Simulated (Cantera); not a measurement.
An adiabatic, constant-volume homogeneous reactor starts with CH4 : H2 : O2 : N2 = 1 : 0.53 : 1.19 : 4.48 (molar parts), equivalence ratio 1.9, at 1773 K and 77000 Pa. Integrator tolerance rtol = 1e-08.

Cantera simulation using GRI-Mech 3.0 (53 species, 325 reactions); the numbers are that mechanism's predictions, not measurements. Above 3000 K some thermodynamic fits are extrapolated.

What does this change do: pressure from 77000 Pa to 100000 Pa?


```
quantity                                                              before                                      after
---------------------------------  -----------------------------------------  -----------------------------------------
time of steepest temperature rise                                    82.4 µs                                    65.1 µs
temperature at 10.0 s                                                 2907 K                                     2930 K
equilibrium temperature                                               2907 K                                     2930 K
x(CH4) at 10.0 s                   3.83e-12 (gas-phase equilibrium 4.39e-12)  6.19e-12 (gas-phase equilibrium 7.08e-12)
x(H2) at 10.0 s                          0.145 (gas-phase equilibrium 0.145)        0.146 (gas-phase equilibrium 0.146)
x(O2) at 10.0 s                    0.000661 (gas-phase equilibrium 0.000661)  0.000598 (gas-phase equilibrium 0.000598)
x(H2O) at 10.0 s                         0.137 (gas-phase equilibrium 0.137)        0.138 (gas-phase equilibrium 0.138)
x(CH2) at 10.0 s                   8.17e-12 (gas-phase equilibrium 8.53e-12)  1.16e-11 (gas-phase equilibrium 1.21e-11)
x(CO) at 10.0 s                          0.107 (gas-phase equilibrium 0.107)        0.108 (gas-phase equilibrium 0.108)
```

What does this change do: pressure from 77000 Pa to 91000 Pa?


```tsv
quantity	before	after
time of steepest temperature rise	82.4 µs	70.9 µs
temperature at 10.0 s	2907 K	2922 K
equilibrium temperature	2907 K	2922 K
x(CH4) at 10.0 s	3.83e-12 (gas-phase equilibrium 4.39e-12)	5.21e-12 (gas-phase equilibrium 5.96e-12)
x(H2) at 10.0 s	0.145 (gas-phase equilibrium 0.145)	0.146 (gas-phase equilibrium 0.146)
x(O2) at 10.0 s	0.000661 (gas-phase equilibrium 0.000661)	0.000620 (gas-phase equilibrium 0.000620)
x(H2O) at 10.0 s	0.137 (gas-phase equilibrium 0.137)	0.138 (gas-phase equilibrium 0.138)
x(CH2) at 10.0 s	8.17e-12 (gas-phase equilibrium 8.53e-12)	1.02e-11 (gas-phase equilibrium 1.07e-11)
x(CO) at 10.0 s	0.107 (gas-phase equilibrium 0.107)	0.107 (gas-phase equilibrium 0.107)
```
